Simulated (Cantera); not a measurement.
A freely propagating, adiabatic, planar premixed flame of 25.1 % H2, 17.4 % O2, 57.4 % N2, 0.110 % H2O, equivalence ratio 0.72, unburnt at 623 K and 12000 Pa; mixture-averaged transport, grid criteria slope 0.08 and curve 0.16, no radiation.

Detailed kinetics in Cantera: the H2/O2 subset of GRI-Mech 3.0, which has no nitrogen chemistry. Burning velocities carry a grid error of a few per cent, more on coarse grids.

Problem. Predict: laminar burning velocity; thermal thickness; peak x(H); peak x(OH); peak x(H2O2).

Solution. 
```json
{
 "laminar_burning_velocity": "597 cm/s",
 "thermal_thickness": "7.36 mm",
 "peak x(H)": "0.0706",
 "peak x(OH)": "0.0200",
 "peak x(H2O2)": "1.12e-6"
}
```
